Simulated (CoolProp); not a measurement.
Hydrogen sulfide along the isotherm 415.6 K: density (kg/m³) from the reference equation and from simpler models built on Tc = 373.1 K, pc = 8.999 MPa, ω = 0.101; each cubic takes its own stable root.

The numbers come from the reference Helmholtz-energy equation of state, Lemmon 2006 in CoolProp. It is a short technical equation, of lower accuracy than the large ones.

| p (MPa) | phase | reference | van der Waals | Soave-Redlich-Kwong |
|---|---|---|---|---|
| 2.81 | gas | 30.03 | 29.98 | 30.09 |
| 5.62 | gas | 66.28 | 66.16 | 66.37 |
| 8.44 | gas | 113.0 | 113.7 | 112.6 |
| 11.2 | supercritical | 177.5 | 185.3 | 174.2 |
| 14.1 | supercritical | 280.5 | 301.7 | 264.3 |
| 16.9 | supercritical | 390.0 | 363.8 | 351.4 |
| 19.7 | supercritical | 460.6 | 398.0 | 412.1 |
| 22.5 | supercritical | 504.9 | 421.6 | 454.8 |
| 25.3 | supercritical | 536.3 | 439.7 | 487.5 |
| 28.1 | supercritical | 560.7 | 454.5 | 513.9 |
| 30.9 | supercritical | 580.6 | 467.0 | 536.1 |
| 33.7 | supercritical | 597.5 | 477.8 | 555.3 |
| 36.6 | supercritical | 612.8 | 487.7 | 572.8 |
| 39.4 | supercritical | 625.8 | 496.2 | 587.9 |
| 42.2 | supercritical | 637.5 | 504.0 | 601.6 |
| 45 | supercritical | 648.2 | 511.1 | 614.0 |
